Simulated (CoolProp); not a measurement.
A simple Rankine cycle with water: condensing at 299.15 K, boiler at 3.53 MPa, turbine inlet 518.3 K, turbine efficiency 0.6, pump efficiency 0.6, no recuperator. Each further row changes one setting.

Computed with CoolProp (reference Helmholtz-energy equation of state, Wagner 2002).

```
case                             thermal efficiency (%)  net work (kJ/kg)  heat in (kJ/kg)  turbine exit temperature (K)  volume ratio over the turbine
-------------------------------  ----------------------  ----------------  ---------------  ----------------------------  -----------------------------
as stated                                           [?]               582             2700                         299.2                            622
turbine inlet 538.3 K                              21.7               [?]             2760                         299.2                            [?]
condensing temperature 291.15 K                     [?]               610             2730                         291.1                            982
boiler pressure 2.47 MPa                            [?]               573             2760                         299.2                            [?]
turbine efficiency 0.5                             18.0               484             2700                         299.2                            651
```

Some entries are withheld; supply them.


- as stated, thermal efficiency (%): 21.6
- turbine inlet 538.3 K, net work (kJ/kg): 600
- turbine inlet 538.3 K, volume ratio over the turbine: 593
- condensing temperature 291.15 K, thermal efficiency (%): 22.3
- boiler pressure 2.47 MPa, thermal efficiency (%): 20.8
- boiler pressure 2.47 MPa, volume ratio over the turbine: 421

The expansion ends wet for: as stated; turbine inlet 538.3 K; condensing temperature 291.15 K; boiler pressure 2.47 MPa; turbine efficiency 0.5.
